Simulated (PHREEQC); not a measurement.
A solution holds 0.071 mol KOH, 0.017 mol H3BO3 and 0.014 mol K2CO3 per kg of water, at 25 °C. Closed to the air; pH follows from the charge balance.

Model: ion-association model, phreeqc.dat, run in PHREEQC.

```tsv
quantity	before	after
pH	12.61	12.54
ionic strength (mol/kgw)	0.113	0.491
```

### Question
What was changed between the two runs?
A) diluted 10-fold with water
B) K2CO3 from 0.014 to 0.14 mol/kgw
C) K2CO3 replaced by K2SO4 at the same molality

### Answer
B, K2CO3 from 0.014 to 0.14 mol/kgw

Precipitation was switched off in this run.
